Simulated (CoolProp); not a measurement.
A single-stage vapour-compression cycle with isobutane: evaporating at 296.15 K (dew point), condensing at 316.15 K (bubble point), superheat 2 K, subcooling 5 K, compressor efficiency 0.7, no pressure losses. Each further row changes one setting.

Values from CoolProp's reference Helmholtz-energy equation of state, Bücker 2006.

```
case                              cooling COP  pressure ratio  discharge temperature (K)  refrigerating effect (kJ/kg)  volumetric capacity (kJ/m³)
--------------------------------  -----------  --------------  -------------------------  ----------------------------  ---------------------------
as stated                                   …            1.74                      320.1                           298                         2540
evaporating temperature 301.15 K         13.5            1.50                      319.5                           304                         2990
condensing temperature 311.15 K          13.3            1.52                      314.8                           310                         2650
subcooling 10 K                          10.1            1.74                      320.1                           310                         2650
superheat 12 K                           9.84            1.74                          …                           316                            …
compressor efficiency 0.6                   …            1.74                      322.7                           298                         2540
```

Question: Complete the blanks.

Answer: 
- as stated, cooling COP: 9.72
- superheat 12 K, discharge temperature (K): 330.0
- superheat 12 K, volumetric capacity (kJ/m³): 2580
- compressor efficiency 0.6, cooling COP: 8.33
